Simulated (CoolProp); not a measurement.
A simple Rankine cycle with R22: condensing at 300.15 K, boiler at 3.48 MPa, turbine inlet 390.5 K, turbine efficiency 0.9, pump efficiency 0.7, no recuperator. Each further row changes one setting.

Computed with CoolProp (reference Helmholtz-energy equation of state, Kamei 1995).

```
case                             thermal efficiency (%)  net work (kJ/kg)  heat in (kJ/kg)  turbine exit temperature (K)  volume ratio over the turbine
-------------------------------  ----------------------  ----------------  ---------------  ----------------------------  -----------------------------
as stated                                          11.4              26.0              228                         325.9                           2.99
turbine inlet 410.5 K                               ___               ___              248                         346.8                           2.95
condensing temperature 292.15 K                     ___              31.1              238                         315.3                           3.66
boiler pressure 2.44 MPa                            ___              20.4              241                         348.0                           2.10
turbine efficiency 0.8                             10.0              22.8              228                           ___                           3.05
```

Task: Some entries are withheld; supply them.

Result: 
- turbine inlet 410.5 K, thermal efficiency (%): 11.7
- turbine inlet 410.5 K, net work (kJ/kg): 29.1
- condensing temperature 292.15 K, thermal efficiency (%): 13.0
- boiler pressure 2.44 MPa, thermal efficiency (%): 8.5
- turbine efficiency 0.8, turbine exit temperature (K): 329.8
